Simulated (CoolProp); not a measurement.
Properties of C3F8 (R218) along the isotherm 374.8 K (Tc = 345.0 K, pc = 26.40 bar, ω = 0.317).

Computed with CoolProp (reference Helmholtz-energy equation of state, Lemmon 2006). It is a short technical equation, of lower accuracy than the large ones.

```csv
p (bar),phase,density (kg/m³),cv (kJ/(kg K)),Prandtl number
0.632,gas,3.836,?,0.745
1.07,gas,6.521,0.8537,0.745
1.8,gas,11.05,0.8546,0.747
3.04,gas,18.88,0.8561,0.750
5.13,gas,32.55,0.8588,0.755
8.66,gas,57.12,0.8638,0.767
14.6,gas,103.8,0.8736,0.797
24.7,gas,208.3,0.8955,0.910
41.6,supercritical,557.5,0.9393,1.92
70.2,supercritical,?,0.9071,2.68
119,supercritical,1119,0.8919,3.03
200,supercritical,1241,?,?
```

Problem. Some entries are withheld; supply them.

Solution. 
- 0.632, cv (kJ/(kg K)): 0.8532
- 70.2, density (kg/m³): 954.2
- 200, cv (kJ/(kg K)): 0.8863
- 200, Prandtl number: 3.40

Viscosity comes from a separate model (Huber 2003), an estimate that may be off by 10 % or more. Thermal conductivity comes from a separate model (Huber 2003), an estimate that may be off by 10 % or more.
